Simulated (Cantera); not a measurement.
# Thermodynamics of aluminium nitride and oxide growth, feed AlCl3 + HCl + N2

Feed: 1 mol AlCl3, 2.4 mol HCl, 1.7 mol N2, held at 1.33 mbar.

Method: chemical equilibrium by Gibbs-energy minimisation in Cantera with the NASA 1993 tables (ideal gas, pure condensed phases). Candidate condensed phases: Al, AlCl3, AlN, NH4Cl; 20 gas species. The tables' values for AlCl2 are old estimates; treat these amounts as uncertain. Kinetics and transport are ignored.

```
T (K)  x HCl   x N2  x AlCl3      x Cl   x AlCl2      x H2    x AlCl       x H
-----  -----  -----  -------  --------  --------  --------  --------  --------
1073   0.471  0.333    0.196   3.67e-5   1.61e-7   1.98e-5  1.00e-11   1.71e-9
1123   0.470  0.333    0.196   7.70e-5   6.39e-7   4.01e-5  1.10e-10   7.39e-9
1173   0.470  0.333    0.196  0.000151   2.26e-6   7.70e-5  9.93e-10   2.83e-8
1223   0.470  0.333    0.196  0.000282   7.20e-6  0.000140   7.46e-9   9.75e-8
1273   0.470  0.333    0.196  0.000500   2.09e-5  0.000243   4.77e-8   3.04e-7
1323   0.470  0.333    0.196  0.000853   5.57e-5  0.000402   2.63e-7   8.71e-7
1373   0.469  0.333    0.196   0.00140  0.000138  0.000636   1.27e-6   2.30e-6
1423   0.468  0.333    0.196   0.00225  0.000317  0.000963   5.43e-6   5.65e-6
1473   0.467  0.333    0.195   0.00351  0.000683   0.00139   2.06e-5   1.29e-5
1523   0.465  0.332    0.194   0.00538   0.00138   0.00193   7.01e-5   2.78e-5
1573   0.463  0.331    0.192   0.00814   0.00262   0.00253  0.000214   5.60e-5
1623   0.460  0.330    0.189    0.0122   0.00466   0.00315  0.000583  0.000106
1673   0.456  0.328    0.184    0.0182   0.00776   0.00372   0.00143  0.000190
```
x: gas mole fraction; nothing condenses.

From 1073 K to 1673 K nothing is condensed. The main Al-bearing gas is AlCl3 throughout.
